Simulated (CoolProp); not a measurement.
Hydrogen chloride along the isotherm -65.95 °C: fugacity coefficient from the reference equation and from simpler models built on Tc = 51.5 °C, pc = 8314 kPa, ω = 0.130; each cubic takes its own stable root.

Computed with CoolProp (reference Helmholtz-energy equation of state, Thol 2018).

```tsv
p (kPa)	phase	reference	van der Waals	Redlich-Kwong	Soave-Redlich-Kwong	Peng-Robinson
462	liquid	0.5503	0.9533	0.6559	0.5477	0.5524
924	liquid	0.2775	0.9066	(withheld)	0.2766	0.2786
1390	liquid	0.1861	0.6668	(withheld)	0.1857	0.1868
1850	liquid	0.1410	(withheld)	(withheld)	0.1409	0.1416
2310	liquid	0.1139	0.4129	0.1365	0.1139	0.1144
2770	liquid	0.09581	0.3494	(withheld)	0.09592	0.09620
3230	liquid	0.08287	0.3039	(withheld)	0.08306	0.08322
3690	liquid	0.07316	0.2699	0.08799	0.07342	0.07347
4160	liquid	0.06546	0.2429	(withheld)	0.06577	0.06574
```

### Question
Fill in the missing entries.

### Answer

- 924, Redlich-Kwong: 0.3312
- 1390, Redlich-Kwong: 0.2224
- 1850, van der Waals: 0.5083
- 1850, Redlich-Kwong: 0.1687
- 2770, Redlich-Kwong: 0.1149
- 3230, Redlich-Kwong: 0.09954
- 4160, Redlich-Kwong: 0.07883

At some of these states van der Waals gives the other phase, because its saturation line lies elsewhere.
